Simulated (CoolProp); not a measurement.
R407C at 319.05 K and 20.6 MPa flows at 14 m/s in a round tube of 6 mm bore and 45 µm roughness, fully developed (64/Re and Nu = 3.66 if laminar; Colebrook and Gnielinski if turbulent). Each further row changes one setting.

Model: reference Helmholtz-energy equation of state, Lemmon 2003, in CoolProp. It is a pseudo-pure fit of the blend.

| case | Reynolds number | Darcy friction factor | pressure drop (Pa/m) | heat-transfer coefficient (W/(m² K)) | mass flow (kg/h) |
|---|---|---|---|---|---|
| as stated | 582000 | 0.0346 | 663000 | 56500 | 1670 |
| velocity 28 m/s | 1160000 | 0.0345 | 2650000 | 113000 | 3340 |
| diameter 12 mm | 1160000 | 0.0280 | 268000 | 47900 | 6680 |

Viscosity comes from a separate model (Geller 2000). Thermal conductivity comes from a separate model (Geller 2001).
